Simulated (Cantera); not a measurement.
# Adiabatic ignition

An adiabatic, constant-pressure homogeneous reactor starts with 13.4 % CH₃OH, 18.2 % O₂, 68.5 % N₂, at 1398 K and 270 Torr.

Cantera simulation using GRI-Mech 3.0 (53 species, 325 reactions); the numbers are that mechanism's predictions, not measurements. GRI-Mech 3.0 was tuned for natural gas; its chemistry of methanol as a main component is partial and can be far from experiment.

```csv
t (s),T (K),x CH₃OH,x O₂,x CH₂,x C₂H₂,x HCN,x CO
3.00e-6,1398,0.134,0.182,1.18e-8,<1e-12,<1e-12,2.00e-7
1.33e-5,1398,0.134,0.182,1.18e-8,<1e-12,<1e-12,9.11e-7
5.91e-5,1398,0.133,0.182,1.17e-8,<1e-12,<1e-12,4.10e-6
0.000262,1398,0.133,0.181,1.17e-8,3.45e-12,<1e-12,1.99e-5
0.00116,1411,0.125,0.177,1.48e-8,3.83e-11,<1e-12,0.000928
0.00516,2620,<1e-12,0.0176,<1e-12,<1e-12,2.75e-10,0.0547
0.0229,2615,<1e-12,0.0161,<1e-12,<1e-12,6.65e-10,0.0550
0.102,2615,<1e-12,0.0160,<1e-12,<1e-12,6.92e-10,0.0550
0.451,2615,<1e-12,0.0160,<1e-12,<1e-12,6.92e-10,0.0550
2.00,2615,<1e-12,0.0160,<1e-12,<1e-12,6.92e-10,0.0550
```
x: mole fraction; the columns are a selection and need not sum to one.

The time of steepest temperature rise comes out as 1.62 ms and the temperature at 2.00 s is 2615 K. The equilibrium temperature is 2615 K and the x(CH₃OH) at 2.00 s is <1e-12 (gas-phase equilibrium <1e-12). The x(O₂) at 2.00 s is 0.0160 (gas-phase equilibrium 0.0160) and the x(CH₂) at 2.00 s is <1e-12 (gas-phase equilibrium <1e-12).
